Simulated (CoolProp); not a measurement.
Vapour-liquid equilibrium of benzene (1) + octamethylcyclotetrasiloxane (D4) (2) at 329.3 K; x and y are mole fractions of (1).

Model: multi-fluid Helmholtz-energy mixture model, Thol 2012 and Thol 2015; pair parameters Bell 2016, in CoolProp.

Give the bubble pressure and the first vapour's composition at x = 0.5, 0.65, 0.8. Is there an azeotrope?

x = 0.5: 23.99 kPa, y = 0.978; x = 0.65: 30.08 kPa, y = 0.987; x = 0.8: 36.34 kPa, y = 0.994. No azeotrope shows between x = 0.05 and 0.95.

The pair parameters rest on a limited set of measurements; away from them the model extrapolates. The gap from Raoult's law changes sign with composition, which may be real or a fault of the pair parameters; it wasn't checked against measurements.
